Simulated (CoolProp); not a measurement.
Properties of ethane along the isobar 6.91 MPa.

The numbers come from the reference Helmholtz-energy equation of state, Bücker 2006 in CoolProp.

| T (K) | phase | density (kg/m³) | cv (kJ/(kg K)) | speed of sound (m/s) | conductivity (mW/(m K)) | Prandtl number |
|---|---|---|---|---|---|---|
| 169.6 | liquid | 567.5 | 1.443 | 1477 | 187 | 2.68 |
| 174.4 | liquid | 562.0 | 1.442 | 1443 | 182 | 2.60 |
| 179.1 | liquid | 556.6 | 1.443 | 1410 | 178 | 2.52 |
| 183.9 | liquid | 551.0 | 1.444 | 1375 | 173 | 2.46 |
| 188.6 | liquid | 545.4 | 1.445 | 1342 | 169 | 2.40 |
| 193.4 | liquid | 539.6 | 1.448 | 1307 | 165 | 2.34 |
| 198.1 | liquid | 533.9 | 1.451 | 1274 | 160 | 2.30 |
| 202.9 | liquid | 528.0 | 1.455 | 1239 | 156 | 2.26 |
| 207.6 | liquid | 522.1 | 1.459 | 1205 | 152 | 2.22 |
| 212.4 | liquid | 516.0 | 1.464 | 1170 | 148 | 2.19 |
| 217.1 | liquid | 509.9 | 1.470 | 1136 | 144 | 2.16 |
| 221.9 | liquid | 503.5 | 1.477 | 1101 | 140 | 2.13 |
| 226.6 | liquid | 497.2 | 1.484 | 1066 | 136 | 2.11 |
| 231.4 | liquid | 490.5 | 1.492 | 1031 | 132 | 2.10 |
| 236.1 | liquid | 483.8 | 1.501 | 995.9 | 128 | 2.08 |

Viscosity comes from a separate model (Friend 1991). Thermal conductivity comes from a separate model (Friend 1991).
